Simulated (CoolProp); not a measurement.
Vapour-liquid equilibrium of ethane (1) + n-butane (2) at 214.7 K; x and y are mole fractions of (1).

Model: multi-fluid Helmholtz-energy mixture model, Bücker 2006 and Bücker 2006; pair parameters Kunz 2012, in CoolProp.

| x | bubble pressure, mixture model (bar) | bubble pressure, Raoult's law (bar) | y, mixture model | y, Raoult's law |
|---|---|---|---|---|
| 0.05 | 0.2405 | 0.2540 | 0.778 | 0.792 |
| 0.2 | 0.8230 | 0.8494 | 0.943 | 0.948 |
| 0.35 | 1.426 | 1.445 | 0.972 | 0.975 |
| 0.5 | 2.029 | 2.040 | 0.984 | 0.986 |
| 0.65 | 2.619 | 2.636 | 0.991 | 0.993 |
| 0.8 | 3.204 | 3.231 | 0.995 | 0.997 |
| 0.95 | 3.810 | 3.826 | 0.999 | 0.999 |

The largest gap from Raoult's law is -5.3 % in bubble pressure, at x = 0.05. No azeotrope shows between x = 0.05 and 0.95.

Pair parameters are fitted to limited data, so mixtures are less certain than the pure fluids.
